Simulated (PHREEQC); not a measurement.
A solution holds 0.091 mol CuSO4, 0.00078 mol MgSO4, 0.00027 mol HCl, 0.018 mol Na2SO4 and 0.026 mol NaHCO3 per kg of water, at 25 °C. Closed to the air; pH follows from the charge balance.

Model: ion-association model, wateq4f.dat, run in PHREEQC.

The pH comes out as 5.65. The ionic strength is 0.248 mol/kgw and the total alkalinity is 25.7 meq/kg.

| species | molality | activity | log γ |
|---|---|---|---|
| SO4-2 | 0.0678 | 0.0183 | -0.569 |
| Na+ | 0.0568 | 0.0416 | -0.135 |
| CuSO4 | 0.0363 | 0.0384 | 0.025 |
| Cu+2 | 0.0335 | 0.0103 | -0.513 |
| CuHCO3+ | 0.0128 | 0.00944 | -0.132 |
| CO2 | 0.00867 | 0.00918 | 0.025 |
| NaSO4- | 0.00520 | 0.00381 | -0.135 |
| Cu2(OH)2+2 | 0.00313 | 0.000930 | -0.527 |
| HCO3- | 0.00249 | 0.00183 | -0.135 |
| CuCO3 | 0.00201 | 0.00213 | 0.025 |

No solid was allowed to form. The solution is supersaturated, for example in Malachite, Brochantite, so a real one may precipitate; this is no full list.
